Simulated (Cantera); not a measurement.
**Silicon epitaxy and polysilicon growth: Si2H6 + Cl2 + H2 + HCl**

A closed system holds: 1 mol Si2H6, 0.9 mol Cl2, 29 mol H2, 0.089 mol HCl, held at 3.60 mbar.

These are equilibrium values from Cantera (NASA tables, ideal gas, pure condensed phases), not measurements of a reactor. Candidate condensed phases: Si; 19 gas species. The feed counts by its element totals alone. The tables' values for SiCl3 are old estimates; treat these amounts as uncertain. Rates play no part.

| T (K) | x H2 | x HCl | x SiCl4 | x SiCl2 | x SiHCl3 | x SiCl3 | x H | n Si(s) |
|---|---|---|---|---|---|---|---|---|
| 925 | 0.975 | 0.0134 | 0.00900 | 0.000266 | 0.00238 | 0.000246 | 4.28e-9 | 1.61 |
| 975 | 0.969 | 0.0203 | 0.00722 | 0.000685 | 0.00197 | 0.000418 | 1.88e-8 | 1.66 |
| 1025 | 0.963 | 0.0282 | 0.00504 | 0.00148 | 0.00148 | 0.000597 | 7.13e-8 | 1.72 |
| 1075 | 0.957 | 0.0359 | 0.00286 | 0.00262 | 0.000947 | 0.000688 | 2.39e-7 | 1.77 |
| 1125 | 0.952 | 0.0413 | 0.00126 | 0.00380 | 0.000504 | 0.000623 | 7.23e-7 | 1.80 |
| 1175 | 0.950 | 0.0440 | 0.000457 | 0.00466 | 0.000232 | 0.000467 | 1.99e-6 | 1.81 |
| 1225 | 0.949 | 0.0450 | 0.000155 | 0.00520 | 0.000102 | 0.000319 | 5.06e-6 | 1.81 |
| 1275 | 0.949 | 0.0451 | 5.36e-5 | 0.00557 | 4.55e-5 | 0.000214 | 1.20e-5 | 1.81 |
| 1325 | 0.949 | 0.0450 | 1.96e-5 | 0.00584 | 2.12e-5 | 0.000145 | 2.66e-5 | 1.80 |
| 1375 | 0.949 | 0.0447 | 7.66e-6 | 0.00608 | 1.04e-5 | 0.000101 | 5.56e-5 | 1.80 |
| 1425 | 0.949 | 0.0444 | 3.18e-6 | 0.00628 | 5.31e-6 | 7.13e-5 | 0.000111 | 1.79 |
| 1475 | 0.949 | 0.0441 | 1.40e-6 | 0.00646 | 2.85e-6 | 5.16e-5 | 0.000211 | 1.78 |
| 1525 | 0.949 | 0.0438 | 6.50e-7 | 0.00663 | 1.59e-6 | 3.81e-5 | 0.000384 | 1.78 |
x: gas mole fraction; n: condensed amount in mol.

From 925 K to 1525 K the condensed part is Si(s). The main Si-bearing gas is SiCl4 at 925 K and SiCl2 at 1525 K. The share of Si in condensed phases is highest at 1225 K (90.5 %) and lowest at 925 K (80.5 %).
